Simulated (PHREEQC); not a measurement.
Make-up at 20 °C: 22 mmol/kgw Cu(NO3)2, 0.5 mmol/kgw HCl and 9.3 mmol/kgw FeCl3. Closed to the air; pH follows from the charge balance.

All values are PHREEQC results (ion-association model, wateq4f.dat), not measurements.

Precipitation was switched off in this run.

Problem. Predict the pH, ionic strength.

Solution. pH 2.37; ionic strength 0.114 mol/kgw.

Problem. In which forms is Cu present?

Solution. Cu+2 98 %, CuCl+ 2.1 % of the Cu.

The solution is supersaturated, for example in Hematite (slow to form), Goethite (slow to form), so a real one may precipitate; this is no full list.
